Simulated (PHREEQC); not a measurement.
Dissolve 0.0023 mol CuSO4, 0.00026 mol HNO3 and 0.00015 mol KCl per kg of water at 25 °C. Closed to the air; pH follows from the charge balance.

All values are PHREEQC results (ion-association model, wateq4f.dat), not measurements.

```tsv
quantity	before	after
pH	3.67	3.69
ionic strength (mol/kgw)	0.00809	0.00799
Cu+2 (mol/kgw)	0.00194	0.00192
SO4-2 (mol/kgw)	0.00191	0.00187
CuSO4 (mol/kgw)	0.000363	0.000384
HSO4- (mol/kgw)	2.98e-5	3.94e-5
SI of Chalcanthite (CuSO4:5H2O)	-3.11	-3.18
SI of Tenorite (CuO)	-3.14	-2.58
```

Task: Which change was made?
(A) HNO3 from 0.00026 to 2.6e-05 mol/kgw
(B) diluted 5-fold with water
(C) KCl replaced by KHSO4 at the same molality
(D) diluted 10-fold with water
(E) temperature from 25 to 40 °C

Result: E, temperature from 25 to 40 °C

Precipitation was switched off in this run. At this temperature some constants are extrapolated from 25 °C, and those without enthalpy data are left unchanged.
